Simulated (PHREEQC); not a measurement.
**Buffer: speciation**

Dissolve 0.0041 mol KH2PO4 and 0.087 mol KOH per kg of water at 25 °C. Closed to the air; pH follows from the charge balance.

All values are PHREEQC results (ion-association model, phreeqc.dat), not measurements.

This is a speciation only: nothing precipitates in the calculation.

Question: Predict the pH, density, specific conductance.

Answer: pH 12.78; density 1.002 g/cm³; specific conductance 19100 µS/cm.

Question: In which forms is P present?

Answer: PO4-3 91 %, HPO4-2 8.4 %, KHPO4- 0.5 % of the P.
